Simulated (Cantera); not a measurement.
# FeS + O2 + N2 (roasting and sulfation)

Feed: 1 mol FeS, 0.48 mol O2, 2.2 mol N2, at 1425 K and 2.50 bar.

Cantera equilibrium calculation (NASA polynomials, part measured and part estimated; ideal gas, pure solids and liquids). Candidate condensed phases: Fe, FeO, FeS, FeSO4, FeS2, Fe2O3, Fe2(SO4)3, Fe3O4, S; 19 gas species. Metal and sulfide melt together well below either melting point, which pure phases cannot show. Mutual solubility and eutectic melting of coexisting phases are not modelled. The tables' stoichiometric FeO is somewhat more stable than real wüstite, so its field is too wide. FeO, FeS: taken at fixed stoichiometry. The numbers say what is thermodynamically allowed, not how fast it happens.

```
Property                              Value
--------------------------------  ---------
x(N2)                                 0.868
x(SO2)                                0.114
x(S2)                                0.0164
x(S2O)                             0.000987
x(SO)                              0.000495
x(S)                                1.32e-6
n(FeO(s))                         0.378 mol
n(FeS(s))                         0.622 mol
gas amount                        2.534 mol
log10 activity of S(l) (absent)       -1.82
log10 activity of Fe(γ) (absent)      -1.95
```
